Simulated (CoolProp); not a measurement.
Properties of water along the isobar 1.02 bar.

The numbers come from the reference Helmholtz-energy equation of state, Wagner 2002 in CoolProp.

| T (°C) | phase | Z | fugacity coefficient |
|---|---|---|---|
| 355.45 | gas | 0.9983 | 0.9983 |
| 368.45 | gas | 0.9984 | 0.9984 |
| 381.45 | gas | 0.9985 | 0.9985 |
| 394.45 | gas | 0.9986 | 0.9986 |
| 407.55 | gas | 0.9987 | 0.9987 |
| 420.55 | gas | 0.9988 | 0.9988 |
| 433.55 | gas | 0.9989 | 0.9989 |
| 446.55 | gas | 0.9990 | 0.9990 |
| 459.55 | gas | 0.9990 | 0.9991 |
